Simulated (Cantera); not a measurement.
What does this Cantera script print?

```python
import numpy as np
import cantera as ct

gas_names = """
    CL CL2 H HCL H2 Si SiCL SiCL2 SiCL3 SiCL4 SiH SiHCL3 SiH2 SiH2CL2 SiH3 SiH3CL SiH4 Si2 Si3
""".split()
cond_names = """
    Si(cr) Si(L)
""".split()


# ... load() reads the species with a 1 bar reference pressure and builds the phases ...
atoms = {
    'SiHCl3': {'Si': 1, 'H': 1, 'CL': 3},
    'HCl': {'H': 1, 'CL': 1},
    'H2': {'H': 2},
}
top_T = {}  # K; cautious upper limits of use, not melting points


# ... equilibrate(T, P, feed) seeds the gas with the atoms and calls Mixture.equilibrate('TP', solver="vcs", rtol=1e-11, max_steps=5000) ...
results = []
feed = {'SiHCl3': 1, 'HCl': 0.075, 'H2': 8.8}  # mol
T = 1473  # K
P = 10000  # Pa
mix = equilibrate(T, P, feed)
results.append((T, P, feed, dict(zip(mix.species_names, mix.species_moles))))
print(gas.report(threshold=1e-05))
for i in range(1, mix.n_phases):
    print(f"{mix.phase(i).name:16s} {mix.phase_moles(i):12.5e} mol")
```

Output:

```
       temperature   1473 K
          pressure   10000 Pa
           density   0.011359 kg/m^3
  mean mol. weight   13.911 kg/kmol
   phase of matter   gas

                          1 kg             1 kmol
                     ---------------   ---------------
          enthalpy        7.6335e+05        1.0619e+07  J
   internal energy       -1.1703e+05       -1.6281e+06  J
           entropy             16195        2.2529e+05  J/K
    Gibbs function       -2.3092e+07       -3.2123e+08  J
 heat capacity c_p            2500.1             34779  J/K
 heat capacity c_v            1902.4             26464  J/K

                      mass frac. Y      mole frac. X     chem. pot. / RT
                     ---------------   ---------------   ---------------
                 H        2.5991e-06        3.5869e-05           -10.535
               HCL           0.32309           0.12328           -37.282
                H2            0.1165           0.80387           -21.071
             SiCL2           0.42288          0.059432           -58.033
             SiCL3          0.074252         0.0076835           -84.779
             SiCL4          0.041504         0.0033986           -111.53
            SiHCL3          0.020269         0.0020818           -95.315
           SiH2CL2         0.0014516        0.00019994           -79.104
     [  +11 minor]        5.0428e-05        1.3284e-05

Si(cr)            2.15708e-01 mol
```

Method: chemical equilibrium by Gibbs-energy minimisation in Cantera with the NASA 1993 tables (ideal gas, pure condensed phases). The tables' values for SiCl3 are old estimates; treat these amounts as uncertain.
